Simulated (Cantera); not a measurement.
A perfectly stirred reactor is fed with NH3 : H2 = 1 : 0.58 (molar parts), at 1.01 bar; it is held at 1750 K, and followed from long to short residence time.

Computed with Cantera and the gas-phase N/H chemistry of the illustrative SiF4/NH3 mechanism in the Surface Chemkin manual (1991). Walls and surfaces, which speed up NH3 decomposition in real reactors, are not modelled.

```tsv
quantity	before	after
x(NH3) at τ = 1.60 s	0.236	0.209
x(H2) at τ = 1.60 s	0.642	0.661
x(H) at τ = 1.60 s	0.000109	0.000106
x(N) at τ = 1.60 s	3.90e-8	2.89e-8
x(N2) at τ = 1.60 s	0.121	0.130
x(NH3) at τ = 16.0 ms	0.619	0.613
x(H2) at τ = 16.0 ms	0.377	0.381
x(H) at τ = 16.0 ms	4.87e-5	4.77e-5
x(N) at τ = 16.0 ms	4.03e-8	3.66e-8
x(N2) at τ = 16.0 ms	0.00418	0.00603
```

Problem. Which change was made?
A. temperature 1750 to 2100 K
B. pressure from 1.01 bar to 0.160 bar
C. pressure from 1.01 bar to 0.430 bar
D. pressure from 1.01 bar to 1.60 bar

Solution. D, pressure from 1.01 bar to 1.60 bar
